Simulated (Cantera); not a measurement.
Input (Python, Cantera) and output of one run.

```python
import numpy as np
import cantera as ct

gas_names = """
    Ca CaO CaOH CaO2H2 Ca2 H HO2 H2 H2O H2O2 O OH O2 O3
""".split()
cond_names = """
    Ca(a) Ca(b) Ca(L) CaO(s) CaO(L) CaO2H2(s) H2O(s) H2O(L)
""".split()


# ... load() reads the species with a 1 bar reference pressure and builds the phases ...
atoms = {
    'Ca(OH)2': {'Ca': 1, 'O': 2, 'H': 2},
    'H2': {'H': 2},
    'H2O': {'H': 2, 'O': 1},
}
top_T = {}  # K; cautious upper limits of use, not melting points


# ... equilibrate(T, P, feed) seeds the gas with the atoms and calls Mixture.equilibrate('TP', solver="vcs", rtol=1e-11, max_steps=5000) ...
results = []
feed = {'Ca(OH)2': 1, 'H2': 0.12, 'H2O': 0.29}  # mol
T = 1425  # K
P = 2400  # Pa
mix = equilibrate(T, P, feed)
results.append((T, P, feed, dict(zip(mix.species_names, mix.species_moles))))
print(gas.report(threshold=1e-05))
for i in range(1, mix.n_phases):
    print(f"{mix.phase(i).name:16s} {mix.phase_moles(i):12.5e} mol")
```

It prints:

```
       temperature   1425 K
          pressure   2400 Pa
           density   0.0033734 kg/m^3
  mean mol. weight   16.653 kg/kmol
   phase of matter   gas

                          1 kg             1 kmol
                     ---------------   ---------------
          enthalpy       -1.0655e+07       -1.7744e+08  J
   internal energy       -1.1366e+07       -1.8929e+08  J
           entropy             16553        2.7566e+05  J/K
    Gibbs function       -3.4243e+07       -5.7026e+08  J
 heat capacity c_p              2721             45313  J/K
 heat capacity c_v            2221.7             36998  J/K

                      mass frac. Y      mole frac. X     chem. pot. / RT
                     ---------------   ---------------   ---------------
                 H        7.7751e-07        1.2845e-05           -12.324
                H2          0.010302          0.085101           -24.648
               H2O           0.98969           0.91488           -50.316
     [  +11 minor]        3.8185e-06        3.1861e-06

Ca(L)             0.00000e+00 mol
CaO(s)            1.00000e+00 mol
```

Cantera equilibrium calculation (NASA polynomials, part measured and part estimated; ideal gas, pure solids and liquids).
